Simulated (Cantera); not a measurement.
Adiabatic ignition

An adiabatic, constant-volume homogeneous reactor starts with 38.4 % H2, 12.0 % O2, 45.0 % N2, 4.61 % H2O, equivalence ratio 1.6, at 1423 K and 5.00 bar.

Model: GRI-Mech 3.0 (53 species, 325 reactions), integrated in Cantera. The hydrogen kinetics of GRI-Mech 3.0 are dated; newer H2 mechanisms differ, most at raised pressure. Above 3000 K some thermodynamic fits are extrapolated.

| t (s) | T (K) | P (bar) | x H2 | x O2 | x H2O | x H2O2 | x OH | x NO |
|---|---|---|---|---|---|---|---|---|
| 9.00e-6 | 3047 | 9.67 | 0.160 | 0.00138 | 0.294 | 6.61e-7 | 0.0176 | 0.000223 |
| 3.58e-5 | 3071 | 9.73 | 0.161 | 0.00113 | 0.296 | 5.97e-7 | 0.0163 | 0.00122 |
| 0.000143 | 3065 | 9.71 | 0.162 | 0.00106 | 0.295 | 5.71e-7 | 0.0158 | 0.00276 |
| 0.000568 | 3064 | 9.71 | 0.162 | 0.00106 | 0.295 | 5.68e-7 | 0.0158 | 0.00291 |
| 0.00226 | 3064 | 9.71 | 0.162 | 0.00106 | 0.295 | 5.68e-7 | 0.0158 | 0.00291 |
| 0.00900 | 3064 | 9.71 | 0.162 | 0.00106 | 0.295 | 5.68e-7 | 0.0158 | 0.00291 |
| 0.0358 | 3064 | 9.71 | 0.162 | 0.00106 | 0.295 | 5.68e-7 | 0.0158 | 0.00291 |
| 0.143 | 3064 | 9.71 | 0.162 | 0.00106 | 0.295 | 5.68e-7 | 0.0158 | 0.00291 |
| 0.568 | 3064 | 9.71 | 0.162 | 0.00106 | 0.295 | 5.68e-7 | 0.0158 | 0.00291 |
| 2.26 | 3064 | 9.71 | 0.162 | 0.00106 | 0.295 | 5.68e-7 | 0.0158 | 0.00291 |
| 9.00 | 3064 | 9.71 | 0.162 | 0.00106 | 0.295 | 5.68e-7 | 0.0158 | 0.00291 |
x: mole fraction; the columns are a selection and need not sum to one.

The time of steepest temperature rise is 4.13 µs. The temperature at 9.00 s is 3064 K and the equilibrium temperature is 3064 K. The x(H2) at 9.00 s is 0.162 (gas-phase equilibrium 0.162) and the x(O2) at 9.00 s is 0.00106 (gas-phase equilibrium 0.00106). The x(H2O) at 9.00 s is 0.295 (gas-phase equilibrium 0.295).
